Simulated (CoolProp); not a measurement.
The fluid at 204.6 K and 1.67 MPa is throttled through a valve to 1.11 MPa with no heat exchange. The same conditions are run with several fluids, on thermodynamics alone (safety and materials aside).

The numbers come from the reference Helmholtz-energy equation of state of each fluid (R11: Jacobsen 1992; dimethyl ether: Wu 2011; octamethyltrisiloxane (MDM): Thol 2017; R125: Lemmon 2005; n-hexane: Thol 2019) in CoolProp.

| fluid | temperature change (K) | final density (kg/m³) |
|---|---|---|
| R11 | +0.3 | ? |
| dimethyl ether | +0.2 | 793 |
| octamethyltrisiloxane (MDM) | +0.3 | ? |
| R125 | +0.2 | ? |
| n-hexane | +0.3 | ? |

Q: Fill in the missing entries.

A: 
- R11, final density (kg/m³): 1680
- octamethyltrisiloxane (MDM), final density (kg/m³): 908
- R125, final density (kg/m³): 1590
- n-hexane, final density (kg/m³): 736
